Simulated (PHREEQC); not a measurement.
Solution (55 °C): 0.24 mol/kgw CuSO4, 0.0035 mol/kgw HBF4 and 0.05 mol/kgw H3BO3. Closed to the air; pH follows from the charge balance.

Model: ion-association model, wateq4f.dat, run in PHREEQC.

Each row changes one thing in this solution. Precipitation was switched off in this run.

| case | pH | ionic strength (mol/kgw) | H3BO3 (mol/kgw) | BF2(OH)2- (mol/kgw) | BF4- (mol/kgw) | HF (mol/kgw) |
|---|---|---|---|---|---|---|
| as made | 3.14 | 0.442 | 0.0496 | 0.00188 | 0.00131 | 0.00123 |
| temperature from 55 to 5 °C | 2.89 | 0.468 | 0.0497 | 0.000865 | 0.00205 | 0.000560 |
| H3BO3 from 0.05 to 0.005 mol/kgw | 3.14 | 0.442 | 0.00587 | 0.000690 | 0.00151 | 0.00218 |
| CuSO4 left out | 2.47 | 0.00363 | 0.0502 | 0.000810 | 0.00198 | 0.00256 |
| diluted 2-fold with water | 3.24 | 0.237 | 0.0252 | 0.000819 | 0.000453 | 0.00115 |
| temperature from 55 to 70 °C | 3.25 | 0.443 | 0.0496 | 0.00225 | 0.00103 | 0.00151 |
| 0.012 mol/kgw NaHCO3 added | 4.20 | 0.451 | 0.0503 | 0.00251 | 0.000202 | 0.000416 |

Species that the database lacks are ignored. Some of these states are supersaturated (in Malachite, Tenorite (slow to form), for instance). At this temperature some constants are extrapolated from 25 °C, and those without enthalpy data are left unchanged. Real BF4- forms and hydrolyses slowly; the run takes it at equilibrium.
